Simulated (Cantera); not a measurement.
A closed system holds: 1 mol CO, 0.14 mol CO2, a varied amount of H2, equilibrated at 1102 °C and 100000 Pa.

Cantera equilibrium calculation (NASA polynomials, part measured and part estimated; ideal gas, pure solids and liquids). Candidate condensed phases: C, C6H6, C7H8, C8H18, H2O; 110 gas species. Kinetics and transport are ignored.

At 3.5 mol H2, list the 5 most abundant gas species with their mole fractions, and the condensed phases.

H2 0.728, CO 0.241, H2O 0.0261, CO2 0.00418, CH4 8.19e-5. Condensed: gas only.
